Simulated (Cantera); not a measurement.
Cantera run:

```python
import numpy as np
import cantera as ct

gas_names = """
    Hg N NO NO2 NO3 N2 N2O O O2 O3
""".split()
cond_names = """
    Hg(cr) Hg(L) HgO(s)
""".split()


# ... load() reads the species with a 1 bar reference pressure and builds the phases ...
atoms = {
    'Hg': {'Hg': 1},
    'O2': {'O': 2},
    'N2': {'N': 2},
}
top_T = {}  # K; cautious upper limits of use, not melting points


# ... equilibrate(T, P, feed) seeds the gas with the atoms and calls Mixture.equilibrate('TP', solver="vcs", rtol=1e-11, max_steps=5000) ...
results = []
feed = {'Hg': 1, 'O2': 0.01, 'N2': 1.5}  # mol
T = 1623  # K
P = 23  # Pa
mix = equilibrate(T, P, feed)
results.append((T, P, feed, dict(zip(mix.species_names, mix.species_moles))))
x = sorted(zip(gas.X, gas.species_names), reverse=True)
print(f"T = {T:g} K  P = {P:g} Pa  gas = {mix.phase_moles(0):.4g} mol")
print("   x: " + "  ".join(f"{s} {v:.3e}" for v, s in x if v > 0.0001))
print("   condensed (mol): " + ("  ".join(f"{mix.phase(i).name} {mix.phase_moles(i):.4g}"
      for i in range(1, mix.n_phases) if mix.phase_moles(i) > 1e-12) or "none"))
```

It prints:

```
T = 1623 K  P = 23 Pa  gas = 2.51 mol
   x: N2 5.975e-01  Hg 3.984e-01  O2 3.820e-03  NO 2.506e-04
   condensed (mol): none
```

Cantera equilibrium calculation (NASA polynomials, part measured and part estimated; ideal gas, pure solids and liquids).
